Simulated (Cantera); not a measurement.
# N2O furnace oxynitridation

A perfectly stirred reactor is fed with 100 % N2O, at 51.8 Torr; it is held at 1375 K, and followed from long to short residence time.

Model: GRI-Mech 3.0 (53 species, 325 reactions), integrated in Cantera. GRI-Mech 3.0 was tuned for natural gas; its chemistry of N2O as a main component is partial and can be far from experiment. The mechanism lacks the step 2 NO + O2 → 2 NO2, which can matter for NO2 below about 1400 K. The temperature is held fixed by assumption; the heat of reaction is taken as removed at once.

```csv
τ (s),x N2O,x NO2,x O,x NO,x N2
1.3,0.405,4.64e-5,1.87e-5,0.0722,0.360
0.48,0.647,2.54e-5,1.90e-5,0.0432,0.214
0.17,0.838,1.04e-5,1.91e-5,0.0199,0.0983
0.062,0.934,3.48e-6,1.92e-5,0.00812,0.0400
0.022,0.976,8.82e-7,1.92e-5,0.00301,0.0148
0.0081,0.991,1.80e-7,1.91e-5,0.00112,0.00553
0.0029,0.997,2.78e-8,1.89e-5,0.000399,0.00198
```
x: mole fraction; the columns are a selection and need not sum to one.
